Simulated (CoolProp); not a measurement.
Fluoroethane (R161) along the isotherm 347.3 K: fugacity coefficient from the reference equation and from simpler models built on Tc = 375.2 K, pc = 5010 kPa, ω = 0.216; each cubic takes its own stable root.

Values from CoolProp's reference Helmholtz-energy equation of state, Wu 2012.

```tsv
p (kPa)	phase	reference
228	gas	0.9793
455	gas	0.9588
683	gas	0.9383
911	gas	0.9179
1140	gas	0.8974
1370	gas	0.8769
1590	gas	0.8573
1820	gas	0.8367
2050	gas	0.8161
2280	gas	0.7954
2500	gas	0.7753
```

Q: How far does each simpler model (Redlich-Kwong, Soave-Redlich-Kwong, Peng-Robinson) lie from the reference over these 11 states: mean and median of the absolute difference, and the worst?

A: 
- Redlich-Kwong: mean 1.1 %, median 1.0 %, worst +2.2 % at 347.3 K and 2500 kPa
- Soave-Redlich-Kwong: mean 0.7 %, median 0.6 %, worst +1.4 % at 347.3 K and 2500 kPa
- Peng-Robinson: mean 0.4 %, median 0.5 %, worst -0.6 % at 347.3 K and 2280 kPa
